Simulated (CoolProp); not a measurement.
Model: reference Helmholtz-energy equation of state, Lemmon 2006, in CoolProp. It is a short technical equation, of lower accuracy than the large ones.

For CH3F (R41), give the phase and the density (kg/m³), isothermal compressibility (1/MPa) at 182.3 K and 291 kPa.


- 182.3 K and 291 kPa: liquid; density 907, isothermal compressibility 0.00131
